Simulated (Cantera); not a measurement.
A perfectly stirred reactor is fed with NO : N₂ = 1 : 0.1 (molar parts), at 20.0 Torr; it is held at 1950 K, and followed from long to short residence time.

Cantera simulation using GRI-Mech 3.0 (53 species, 325 reactions); the numbers are that mechanism's predictions, not measurements. Radical loss at walls, strong at low pressure, is not modelled.

### Question
Predict: x(NO) at τ = 22.0 s; x(N₂) at τ = 22.0 s; x(O) at τ = 22.0 s; x(NO₂) at τ = 22.0 s; x(O₂) at τ = 22.0 s; x(NO) at τ = 0.180 s; x(N₂) at τ = 0.180 s; x(O) at τ = 0.180 s; x(NO₂) at τ = 0.180 s; x(O₂) at τ = 0.180 s.

### Answer
| Property | Result |
|---|---|
| x(NO) at τ = 22.0 s | 0.291 |
| x(N₂) at τ = 22.0 s | 0.400 |
| x(O) at τ = 22.0 s | 0.00157 |
| x(NO₂) at τ = 22.0 s | 0.000107 |
| x(O₂) at τ = 22.0 s | 0.308 |
| x(NO) at τ = 0.180 s | 0.899 |
| x(N₂) at τ = 0.180 s | 0.0958 |
| x(O) at τ = 0.180 s | 0.000460 |
| x(NO₂) at τ = 0.180 s | 5.51e-5 |
| x(O₂) at τ = 0.180 s | 0.00479 |
